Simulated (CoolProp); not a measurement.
Vapour-liquid equilibrium of cyclohexane (1) + p-xylene (2) at 99.55 °C; x and y are mole fractions of (1).

Model: multi-fluid Helmholtz-energy mixture model, Zhou 2014 and Zhou 2012; pair parameters Bell 2016, in CoolProp.

**Question.** Give the bubble pressure and the first vapour's composition at x = 0.05, 0.35, 0.8. Is there an azeotrope?

**Answer.** x = 0.05: 0.04117 MPa, y = 0.266; x = 0.35: 0.08980 MPa, y = 0.754; x = 0.8: 0.1473 MPa, y = 0.943. No azeotrope shows between x = 0.05 and 0.95.

The pair parameters rest on a limited set of measurements; away from them the model extrapolates.
